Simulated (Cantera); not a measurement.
Input: 1 mol Si, 0.93 mol HCl, 4.9 mol H2, equilibrated at 8.10 bar.

Method: chemical equilibrium by Gibbs-energy minimisation in Cantera with the NASA 1993 tables (ideal gas, pure condensed phases). Candidate condensed phases: Si; 19 gas species. Rates play no part.

Task: What share of the Si ends up in condensed phases as a function of T (°C), at 575, 625, 675, 725, 775, 825, 875, 925, 975, 1025, 1075, 1125, 1175?

Result: 
| T (°C) | Si condensed (%) | as |
|---|---|---|
| 575 | 71.8 | Si(s) |
| 625 | 71.9 | Si(s) |
| 675 | 72.1 | Si(s) |
| 725 | 72.4 | Si(s) |
| 775 | 72.7 | Si(s) |
| 825 | 73.2 | Si(s) |
| 875 | 73.7 | Si(s) |
| 925 | 74.3 | Si(s) |
| 975 | 75.0 | Si(s) |
| 1025 | 75.8 | Si(s) |
| 1075 | 76.5 | Si(s) |
| 1125 | 77.2 | Si(s) |
| 1175 | 77.9 | Si(s) |
